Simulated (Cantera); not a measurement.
A perfectly stirred reactor is fed with CH₃OH : O₂ : N₂ : H₂O = 1 : 1.52 : 5.7 : 0.25 (molar parts), equivalence ratio 0.99, at 760 Torr; it is adiabatic with a 775 K inlet, and is followed from long to short residence time, starting on the burning branch (τ in s: 0.41, 0.14, 0.045, 0.015, 0.0048, 0.0016, 0.00052, 0.00017, 5.6e-05, 1.9e-05).

Computed with Cantera and GRI-Mech 3.0 (53 species, 325 reactions). GRI-Mech 3.0 was tuned for natural gas; its chemistry of methanol as a main component is partial and can be far from experiment.

What does this change do: pressure from 760 Torr to 1350 Torr?


| quantity | before | after |
|---|---|---|
| blow-out, bracketed by the residence times tried | burning at 56.0 µs, out at 19.0 µs | burning at 19.0 µs, the shortest tried |
| x(CH₃OH) at τ = 0.410 s | 1.05e-7 | 6.68e-8 |
| x(O₂) at τ = 0.410 s | 0.0113 | 0.0102 |
| x(H₂O) at τ = 0.410 s | 0.234 | 0.236 |
| x(HCO) at τ = 0.410 s | 1.17e-8 | 9.35e-9 |
| x(C₂H₂) at τ = 0.410 s | <1e-12 | <1e-12 |
| x(CH₃OH) at τ = 1.60 ms | 1.37e-5 | 1.04e-5 |
| x(O₂) at τ = 1.60 ms | 0.0204 | 0.0168 |
| x(H₂O) at τ = 1.60 ms | 0.221 | 0.228 |
| x(HCO) at τ = 1.60 ms | 1.95e-6 | 1.11e-6 |
| x(C₂H₂) at τ = 1.60 ms | 2.89e-10 | 2.56e-10 |
